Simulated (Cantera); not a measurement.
Stirred combustor or abatement burner

A perfectly stirred reactor is fed with CH4 : O2 : N2 = 1 : 1.18 : 5.7 (molar parts), equivalence ratio 1.7, at 5.50 bar; it is adiabatic with a 525 K inlet, and is followed from long to short residence time, starting on the burning branch (τ in s: 0.07, 0.04, 0.023, 0.013, 0.0073, 0.0042, 0.0024, 0.0013, 0.00076, 0.00043, 0.00025, 0.00014, 8e-05).

Cantera simulation using GRI-Mech 3.0 (53 species, 325 reactions); the numbers are that mechanism's predictions, not measurements.

| τ (s) | T (K) | x CH4 | x O2 | x N2O | x H | x CH2 | x H2 | x CO |
|---|---|---|---|---|---|---|---|---|
| 0.070 | 1803 | 0.00870 | 0.000562 | 1.29e-9 | 5.19e-5 | 1.60e-7 | 0.0683 | 0.0645 |
| 0.040 | 1806 | 0.00991 | 0.000896 | 2.04e-9 | 5.56e-5 | 2.45e-7 | 0.0640 | 0.0620 |
| 0.023 | 1807 | 0.0112 | 0.00141 | 3.22e-9 | 5.98e-5 | 3.66e-7 | 0.0600 | 0.0601 |
| 0.013 | 1805 | 0.0125 | 0.00224 | 5.20e-9 | 6.44e-5 | 5.37e-7 | 0.0564 | 0.0587 |
| 0.0073 | 1796 | 0.0140 | 0.00357 | 8.59e-9 | 6.91e-5 | 7.55e-7 | 0.0531 | 0.0582 |
| 0.0042 | 1780 | 0.0157 | 0.00566 | 1.43e-8 | 7.25e-5 | 9.74e-7 | 0.0502 | 0.0584 |
| 0.0024 | 1746 | 0.0182 | 0.00948 | 2.57e-8 | 7.17e-5 | 1.10e-6 | 0.0474 | 0.0594 |
| 0.0013 | 525 | 0.127 | 0.150 | <1e-12 | <1e-12 | <1e-12 | <1e-12 | <1e-12 |
| 0.00076 | 525 | 0.127 | 0.150 | <1e-12 | <1e-12 | <1e-12 | <1e-12 | <1e-12 |
| 0.00043 | 525 | 0.127 | 0.150 | <1e-12 | <1e-12 | <1e-12 | <1e-12 | <1e-12 |
| 0.00025 | 525 | 0.127 | 0.150 | <1e-12 | <1e-12 | <1e-12 | <1e-12 | <1e-12 |
| 0.00014 | 525 | 0.127 | 0.150 | <1e-12 | <1e-12 | <1e-12 | <1e-12 | <1e-12 |
| 8.0e-5 | 525 | 0.127 | 0.150 | <1e-12 | <1e-12 | <1e-12 | <1e-12 | <1e-12 |
x: mole fraction; the columns are a selection and need not sum to one.
